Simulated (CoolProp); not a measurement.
Saturation properties of chlorine (Tc = 416.9 K, pc = 7.642 MPa, ω = 0.070).

Computed with CoolProp (reference Helmholtz-energy equation of state, Thol 2021).

```csv
T (K),p (MPa),liquid density (kg/m³),vapour density (kg/m³),enthalpy of vaporisation (kJ/kg),liquid cp (kJ/(kg K))
264.6,0.2753,1492,9.373,271.7,0.9541
282.3,0.4917,1441,16.13,259.8,0.9711
299.9,0.8132,1387,26.00,246.6,0.9956
317.5,1.267,1330,39.98,231.7,1.030
335.2,1.885,1269,59.49,214.5,1.080
352.8,2.685,1201,86.19,194.8,1.154
370.4,3.698,1123,123.4,171.3,1.279
388,4.952,1028,178.0,141.8,1.539
405.7,6.492,893.4,273.0,99.01,2.577
```

It boils at 239.2 K under 1 atm.
